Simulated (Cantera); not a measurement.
**Stirred combustor or abatement burner**

A perfectly stirred reactor is fed with 17.8 % CO, 1.32 % H2, 0.622 % CH4, 16.8 % O2, 63.4 % N2, equivalence ratio 0.64, at 7500 Torr; it is adiabatic with a 725 K inlet, and is followed from long to short residence time, starting on the burning branch (τ in s: 0.092, 0.041, 0.018, 0.0078, 0.0034, 0.0015, 0.00066, 0.00029, 0.00013, 5.6e-05).

Model: GRI-Mech 3.0 (53 species, 325 reactions), integrated in Cantera.

| τ (s) | T (K) | x CO | x H2 | x CH4 | x O2 | x OH | x HCO |
|---|---|---|---|---|---|---|---|
| 0.092 | 2310 | 0.00323 | 7.75e-5 | 5.04e-8 | 0.0645 | 0.00169 | 4.00e-10 |
| 0.041 | 2311 | 0.00340 | 8.08e-5 | 1.10e-7 | 0.0652 | 0.00173 | 6.93e-10 |
| 0.018 | 2311 | 0.00377 | 8.77e-5 | 2.36e-7 | 0.0661 | 0.00180 | 1.37e-9 |
| 0.0078 | 2308 | 0.00454 | 0.000102 | 4.97e-7 | 0.0671 | 0.00193 | 2.96e-9 |
| 0.0034 | 2298 | 0.00603 | 0.000131 | 9.83e-7 | 0.0682 | 0.00214 | 6.65e-9 |
| 0.0015 | 2278 | 0.00870 | 0.000183 | 1.81e-6 | 0.0695 | 0.00247 | 1.51e-8 |
| 0.00066 | 2243 | 0.0131 | 0.000269 | 3.21e-6 | 0.0714 | 0.00291 | 3.52e-8 |
| 0.00029 | 2190 | 0.0197 | 0.000397 | 5.68e-6 | 0.0741 | 0.00337 | 8.25e-8 |
| 0.00013 | 2115 | 0.0288 | 0.000561 | 1.03e-5 | 0.0779 | 0.00373 | 1.89e-7 |
| 5.6e-5 | 2003 | 0.0427 | 0.000767 | 2.12e-5 | 0.0838 | 0.00379 | 4.47e-7 |
x: mole fraction; the columns are a selection and need not sum to one.
